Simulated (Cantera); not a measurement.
Adiabatic ignition

An adiabatic, constant-pressure homogeneous reactor starts with CH4 : O2 : N2 : CO2 = 1 : 6.06 : 45.5 : 2.4 (molar parts), equivalence ratio 0.33, at 1725 K and 500000 Pa.

Computed with Cantera and GRI-Mech 3.0 (53 species, 325 reactions).

```json
[
 {"t (s)": "4.00e-6", "T (K)": "1725", "x CH4": "0.0182", "x O2": "0.110", "x CO2": "0.0437", "x NO": "1.30e-12", "x HCN": "<1e-12", "x O": "2.69e-7"},
 {"t (s)": "1.13e-5", "T (K)": "1725", "x CH4": "0.0181", "x O2": "0.110", "x CO2": "0.0437", "x NO": "6.80e-12", "x HCN": "<1e-12", "x O": "6.18e-7"},
 {"t (s)": "3.17e-5", "T (K)": "1726", "x CH4": "0.0176", "x O2": "0.110", "x CO2": "0.0437", "x NO": "7.02e-11", "x HCN": "4.83e-12", "x O": "3.43e-6"},
 {"t (s)": "8.94e-5", "T (K)": "2010", "x CH4": "<1e-12", "x O2": "0.0754", "x CO2": "0.0536", "x NO": "7.04e-6", "x HCN": "1.08e-11", "x O": "0.00290"},
 {"t (s)": "0.000252", "T (K)": "2094", "x CH4": "<1e-12", "x O2": "0.0737", "x CO2": "0.0608", "x NO": "2.25e-5", "x HCN": "<1e-12", "x O": "0.000408"},
 {"t (s)": "0.000710", "T (K)": "2103", "x CH4": "<1e-12", "x O2": "0.0736", "x CO2": "0.0615", "x NO": "3.16e-5", "x HCN": "<1e-12", "x O": "0.000179"},
 {"t (s)": "0.00200", "T (K)": "2104", "x CH4": "<1e-12", "x O2": "0.0736", "x CO2": "0.0615", "x NO": "5.06e-5", "x HCN": "<1e-12", "x O": "0.000174"},
 {"t (s)": "0.00563", "T (K)": "2104", "x CH4": "<1e-12", "x O2": "0.0736", "x CO2": "0.0615", "x NO": "0.000104", "x HCN": "<1e-12", "x O": "0.000174"},
 {"t (s)": "0.0159", "T (K)": "2103", "x CH4": "<1e-12", "x O2": "0.0735", "x CO2": "0.0615", "x NO": "0.000251", "x HCN": "<1e-12", "x O": "0.000173"},
 {"t (s)": "0.0447", "T (K)": "2102", "x CH4": "<1e-12", "x O2": "0.0733", "x CO2": "0.0615", "x NO": "0.000653", "x HCN": "<1e-12", "x O": "0.000172"},
 {"t (s)": "0.126", "T (K)": "2100", "x CH4": "<1e-12", "x O2": "0.0728", "x CO2": "0.0615", "x NO": "0.00167", "x HCN": "<1e-12", "x O": "0.000169"},
 {"t (s)": "0.355", "T (K)": "2095", "x CH4": "<1e-12", "x O2": "0.0718", "x CO2": "0.0615", "x NO": "0.00365", "x HCN": "<1e-12", "x O": "0.000162"},
 {"t (s)": "1.00", "T (K)": "2091", "x CH4": "<1e-12", "x O2": "0.0709", "x CO2": "0.0615", "x NO": "0.00548", "x HCN": "<1e-12", "x O": "0.000157"}
]
```
x: mole fraction; the columns are a selection and need not sum to one.

```json
{
  "time_of_steepest_temperature_rise": "66.5 µs",
  "temperature at 1.00 s": "2091 K",
  "equilibrium_temperature": "2091 K",
  "x(CH4) at 1.00 s": "<1e-12 (gas-phase equilibrium <1e-12)",
  "x(O2) at 1.00 s": "0.0709 (gas-phase equilibrium 0.0708)",
  "x(CO2) at 1.00 s": "0.0615 (gas-phase equilibrium 0.0616)"
}
```
